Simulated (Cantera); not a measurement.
An isothermal, constant-pressure homogeneous reactor starts with H₂ : O₂ = 0.09 : 1 (molar parts), equivalence ratio 0.045, at 900 K and 0.0290 bar.

Model: the H2/O2 subset of GRI-Mech 3.0, which has no nitrogen chemistry, integrated in Cantera. Radical loss at walls, strong at low pressure, is not modelled. Below about 950 K walls govern HO2 and H2O2 in real vessels. The temperature is held fixed by assumption; the heat of reaction is taken as removed at once.

x: mole fraction; the columns are a selection and need not sum to one.

```
t (s)         x H₂   x O₂       x O     x HO₂    x H₂O₂       x H      x OH
--------  --------  -----  --------  --------  --------  --------  --------
0.000400    0.0826  0.917  3.37e-11  3.50e-11    <1e-12  4.41e-11  1.25e-11
0.00172     0.0826  0.917       ___   2.57e-9    <1e-12   1.62e-8   4.96e-9
0.00739    0.00805  0.906       ___   2.87e-5   1.06e-6   0.00548   0.00173
0.0317    0.000496  0.914       ___   6.46e-6   3.43e-7   1.15e-5   9.79e-5
0.136      7.35e-5  0.914       ___   1.47e-6   1.29e-7   4.06e-7   2.85e-5
0.586      6.09e-6  0.914       ___   1.93e-7   3.88e-8   1.18e-8   9.46e-6
2.52       2.24e-7  0.914       ___   1.69e-8   1.00e-8  2.77e-10   2.96e-6
10.8       3.22e-9  0.914       ___   2.12e-9   2.48e-9  1.16e-11   1.06e-6
46.5      1.92e-10  0.914       ___  4.22e-10  6.62e-10    <1e-12   4.54e-7
200       3.66e-11  0.914  7.16e-10  1.26e-10  1.74e-10    <1e-12   2.08e-7
```

Task: What belongs in the gaps?

Result: 
- 0.00172, x O: 1.46e-8
- 0.00739, x O: 0.00471
- 0.0317, x O: 0.000162
- 0.136, x O: 1.89e-5
- 0.586, x O: 1.70e-6
- 2.52, x O: 1.44e-7
- 10.8, x O: 1.84e-8
- 46.5, x O: 3.40e-9
